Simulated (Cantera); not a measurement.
Sublimation and decomposition of ceramics: SiC + Si + H2

Feed: 1 mol SiC, 0.0053 mol Si, 2.8 mol H2, equilibrated at 1.00 bar.

Method: chemical equilibrium by Gibbs-energy minimisation in Cantera with the NASA 1993 tables (ideal gas, pure condensed phases). Candidate condensed phases: C, C6H6, C7H8, C8H18, Si, SiC; 87 gas species. Mutual solubility and eutectic melting of coexisting phases are not modelled. Gases not in the tables: Si2H6 and higher silanes. Equilibrium is a limit: real reactors are often held back by kinetics, nucleation or transport.

At 1600 K the condensed part is Si(s) + SiC(s). From 1700 K to 2300 K the condensed part is Si(l) + SiC(s). At 2400 K the condensed part is SiC(s). The main Si-bearing gas is SiH2 at 1600 K and Si at 2400 K.

```csv
T (K),x H2,x H,x Si,x SiH2,x SiH,x C2H2 (acetylene),n Si(s),n SiC(s),n Si(l)
1600,1.000,5.44e-5,9.75e-8,5.01e-6,2.12e-7,3.04e-9,0.00533,1.000,0
1700,1.000,0.000147,6.79e-7,1.42e-5,1.05e-6,1.61e-8,0,1.000,0.00530
1800,1.000,0.000358,3.18e-6,2.99e-5,3.62e-6,1.02e-7,0,1.000,0.00525
1900,0.999,0.000793,1.26e-5,5.83e-5,1.09e-5,5.26e-7,0,1.000,0.00513
2000,0.998,0.00162,4.35e-5,0.000106,2.95e-5,2.31e-6,0,1.000,0.00487
2100,0.996,0.00311,0.000133,0.000182,7.23e-5,8.75e-6,0,1.000,0.00431
2200,0.993,0.00561,0.000369,0.000296,0.000163,2.93e-5,0,1.000,0.00312
2300,0.988,0.00962,0.000932,0.000461,0.000340,8.81e-5,0,0.999,0.000675
2400,0.981,0.0158,0.00160,0.000507,0.000491,0.000444,0,0.997,0
```
x: gas mole fraction; n: condensed amount in mol.
